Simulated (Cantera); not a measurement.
**Si + Cl2 + N2 (silicon etching in halogen gases)**

A closed system holds: 1 mol Si, a varied amount of Cl2, 33 mol N2, equilibrated at 1.33 mbar.

Cantera equilibrium calculation (NASA polynomials, part measured and part estimated; ideal gas, pure solids and liquids). Candidate condensed phases: Si, Si3N4; 13 gas species. N2 is the only nitrogen source here; it is nearly inert below about 1500 K, so the nitride shown seldom forms there in practice. The tables' values for SiCl3 are old estimates. The numbers say what is thermodynamically allowed, not how fast it happens.

Stable condensed phases:

```
T in °C \ n(Cl2) in mol
         1.1 1.4 1.8 2.3   3 3.9 5.1 6.5
   1402    A   A   A   A   A   A   A   A
   1352    A   A   A   A   A   A   A   A
   1302    A   A   A   A   A   A   A   A
   1252    A   A   A   A   A   A   A   A
   1202    A   A   A   A   A   A   A   A
   1152    A   A   A   A   A   A   A   A
   1102    B   A   A   A   A   A   A   A
   1052    B   A   A   A   A   A   A   A
   1002    B   B   A   A   A   A   A   A
    952    B   B   B   A   A   A   A   A
    902    B   B   B   A   A   A   A   A
```

A: gas only; B: Si3N4.
